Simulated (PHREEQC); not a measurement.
Geothermal or formation water (model solution)

Model water analysis in mmol/kgw, 90 °C, pH 6.61, pe 10.3:

| constituent | mmol/kgw |
|---|---|
| Na | 317 |
| K | 9.98 |
| Ca | 3.24 |
| Mg | 0.628 |
| Cl | 324 |
| S(6) | 1.88 |
| Alkalinity (meq/kgw) | 0.501 |
| N(5) | 0.0645 |

Cl is adjusted to close the charge balance.
Valence states are taken as typed.

All values are PHREEQC results (ion-association model, phreeqc.dat), not measurements.

Precipitation was switched off in this run.

Q: What activity of water, density, specific conductance does the model give?

A: activity of water 0.986; density 0.978 g/cm³; specific conductance 85900 µS/cm.

Q: In which forms is S present?

A: SO4-2 65 %, NaSO4- 29 %, CaSO4 2.4 %, KSO4- 2.1 %, MgSO4 1.7 % of the S.

At this temperature some constants are extrapolated from 25 °C, and those without enthalpy data are left unchanged.
